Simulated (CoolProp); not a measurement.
Vapour-liquid equilibrium of C2F6 (R116) (1) + R134a (2) at 202.6 K; x and y are mole fractions of (1).

Values from CoolProp's multi-fluid Helmholtz-energy mixture model, Lemmon 2006 and Tillner-Roth 1994; pair parameters Bell 2016.

```tsv
x	bubble pressure, mixture model (kPa)	bubble pressure, Raoult's law (kPa)	y, mixture model	y, Raoult's law
0.05	47.40	14.75	0.842	0.506
0.15	96.53	28.92	0.926	0.775
0.25	119.2	43.09	0.942	0.867
0.35	127.7	57.26	0.947	0.913
0.45	129.8	71.43	0.949	0.941
0.55	130.0	85.60	0.949	0.960
0.65	130.6	99.77	0.950	0.973
0.75	132.9	113.9	0.953	0.983
0.85	137.6	128.1	0.962	0.991
0.95	144.9	142.3	0.982	0.997
```

The largest gap from Raoult's law is +233.8 % in bubble pressure, at x = 0.15. No azeotrope shows between x = 0.05 and 0.95.

The pair parameters rest on a limited set of measurements; away from them the model extrapolates. With so large a gap from Raoult's law the liquid may split in two, which this calculation doesn't test in full.
